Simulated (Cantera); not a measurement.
# Silicon oxide and oxynitride deposition: HMDSO + CO2

Input: 1 mol HMDSO, a varied amount of CO2, at 1402 °C and 94000 Pa.

Cantera equilibrium calculation (NASA polynomials, part measured and part estimated; ideal gas, pure solids and liquids). Candidate condensed phases: C, C6H6, C7H8, C8H18, H2O, Si, SiC, SiO2; 123 gas species. The feed counts by its element totals alone. Mutual solubility and eutectic melting of coexisting phases are not modelled. The tables hold silica as quartz up to 1696 K and as liquid above; real silica turns to tridymite and cristobalite and melts near 1996 K. Gases not in the tables: Si(OH)4. Kinetics and transport are ignored.

From 2.1 mol CO2 to 2.9 mol CO2 the condensed part is C(graphite) + SiC(s) + SiO2(β-quartz). From 4 mol CO2 to 7.7 mol CO2 the condensed part is C(graphite) + SiO2(β-quartz). From 11 mol CO2 to 20 mol CO2 the condensed part is SiO2(β-quartz).

```
n(CO2) (mol)   x H2   x CO    x CO2     x H2O     x SiO     x CH4       x H  n C(graphite)  n SiC(s)  n SiO2(β-quartz)
------------  -----  -----  -------  --------  --------  --------  --------  -------------  --------  ----------------
2.1           0.707  0.291  1.34e-5  0.000108   0.00110  0.000566  0.000101           3.15      1.24             0.743
2.9           0.707  0.291  1.34e-5  0.000108   0.00110  0.000566  0.000101           4.75     0.443              1.54
4             0.641  0.357  2.01e-5  0.000120  0.000893  0.000465   9.59e-5           4.98         0              1.99
5.5           0.528  0.471  3.49e-5  0.000130  0.000679  0.000316   8.70e-5           3.48         0              1.99
7.7           0.420  0.579  5.29e-5  0.000127  0.000551  0.000199   7.76e-5           1.29         0              1.99
11            0.299  0.624   0.0297    0.0472   1.06e-6   2.09e-7   6.55e-5              0         0              2.00
15            0.196  0.604   0.0963     0.104   3.16e-7   2.60e-8   5.31e-5              0         0              2.00
20            0.124  0.562    0.181     0.133   1.56e-7   4.79e-9   4.22e-5              0         0              2.00
```
x: gas mole fraction; n: condensed amount in mol.
